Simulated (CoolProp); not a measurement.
C3F8 (R218) at 293.15 K and 0.36 MPa is compressed adiabatically to 1.63 MPa with isentropic efficiency 0.85. Each further row changes one setting.

The numbers come from the reference Helmholtz-energy equation of state, Lemmon 2006 in CoolProp. It is a short technical equation, of lower accuracy than the large ones.

| case | work (kJ/kg) | final temperature (K) | final density (kg/m³) |
|---|---|---|---|
| as stated | 20.0 | 333.7 | 160 |
| efficiency 1 | 17.0 | 331.0 | 165 |
| efficiency 0.65 | 26.1 | 339.3 | 151 |
